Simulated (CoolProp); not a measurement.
Propane along the isotherm 222.5 K: Z from the reference equation and from simpler models built on Tc = 369.9 K, pc = 4.251 MPa, ω = 0.152; each cubic takes its own stable root.

The numbers come from the reference Helmholtz-energy equation of state, Lemmon 2009 in CoolProp.

| p (MPa) | phase | reference |
|---|---|---|
| 0.531 | liquid | 0.02141 |
| 1.06 | liquid | 0.04270 |
| 1.59 | liquid | 0.06400 |
| 2.13 | liquid | 0.08565 |
| 2.66 | liquid | 0.1069 |
| 3.19 | liquid | 0.1280 |
| 3.72 | liquid | 0.1492 |
| 4.25 | liquid | 0.1703 |
| 4.78 | liquid | 0.1914 |
| 5.31 | liquid | 0.2124 |
| 5.85 | liquid | 0.2338 |
| 6.38 | liquid | 0.2548 |

Task: How far does each simpler model (van der Waals, Redlich-Kwong) lie from the reference over these 12 states: mean and median of the absolute difference, and the worst?

Result: 
- van der Waals: mean 55.7 %, median 55.6 %, worst +57.4 % at 222.5 K and 0.531 MPa
- Redlich-Kwong: mean 6.5 %, median 6.5 %, worst +6.9 % at 222.5 K and 0.531 MPa
